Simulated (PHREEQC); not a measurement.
A column of 0.5 m (30 cells, dispersivity 0.04 m, 3600 s a shift, diffusion coefficient 3e-10 m²/s) holds 0.48 eq of the database's cation exchanger X per kg of pore water, first in equilibrium with 98 mmol/kgw MnCl2, 1.1 mmol/kgw KCl and 0.01 mmol/kgw HCl. It is flushed with 0.015 mol ZnSO4, 0.079 mol ZnCl2 and 1e-05 mol HCl per kg of water, at 25 °C. Values are for the last cell. No CO2 enters from the air. No solid was allowed to form.

Model: ion-association model, phreeqc.dat, run in PHREEQC.

Predict Zn in solution (mol/kgw), Mn in solution (mol/kgw) at pore volumes = 0.55, 5.617, 5.883.


```
pore volumes  Zn in solution (mol/kgw)  Mn in solution (mol/kgw)
------------  ------------------------  ------------------------
0.55                          1.11e-11                    0.0976
5.617                           0.0913                   0.00251
5.883                           0.0921                   0.00173
```
